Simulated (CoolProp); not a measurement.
Model: reference Helmholtz-energy equation of state, Akasaka 2023, in CoolProp.

Question: For R1224YDZ, give the phase and the density (kg/m³), cv (kJ/(kg K)), Joule-Thomson coefficient (K/MPa), isothermal compressibility (1/MPa) at 30.25 °C and 4070 kPa.

Answer: 
- 30.25 °C and 4070 kPa: liquid; density 1360, cv 0.822, Joule-Thomson coefficient -0.262, isothermal compressibility 0.00261
